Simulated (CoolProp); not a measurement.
Model: reference Helmholtz-energy equation of state, Wagner 2002, in CoolProp.

Problem. For water, give the phase and the speed of sound (m/s), Joule-Thomson coefficient (K/MPa), conductivity (mW/(m K)), Prandtl number at 601.45 °C and 0.0502 MPa.

Solution. 
- 601.45 °C and 0.0502 MPa: gas; speed of sound 715, Joule-Thomson coefficient 3.50, conductivity 79.3, Prandtl number 0.907

Viscosity comes from a separate model (Huber 2009). Thermal conductivity comes from a separate model (Huber 2012).
